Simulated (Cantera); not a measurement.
Charge: 1 mol CH3Cl, 1.4 mol F2, equilibrated at 1050 K and 7900 Pa.

Method: chemical equilibrium by Gibbs-energy minimisation in Cantera with the NASA 1993 tables (ideal gas, pure condensed phases). Candidate condensed phases: C, C6H6, C7H8, C8H18; 118 gas species. Gases not in the tables: C2F6 and larger saturated fluorocarbons. Equilibrium is a limit: real reactors are often held back by kinetics, nucleation or transport.

Base state: HF 0.635, HCl 0.300, CF4 0.0589, Cl2 0.00510, CClF3 0.000780, Cl 0.000201, CCl2F2 1.24e-5 (mole fractions); condensed: C(graphite).

Question: What changes in the equilibrium state with this change: F2 from 1.4 to 0.091 mol?

Answer: 
```json
[
 {"species": "HCl", "before": "0.300", "after": "0.479"},
 {"species": "H2", "before": "1.55e-9", "after": "0.433"},
 {"species": "HF", "before": "0.635", "after": "0.0871"},
 {"species": "CF4", "before": "0.0589", "after": "<1e-9"},
 {"species": "Cl2", "before": "0.00510", "after": "<1e-9"},
 {"species": "CH4", "before": "<1e-9", "after": "0.000850"},
 {"species": "CClF3", "before": "0.000780", "after": "<1e-9"},
 {"species": "C(graphite), mol", "before": "0.808", "after": "0.998"}
]
```
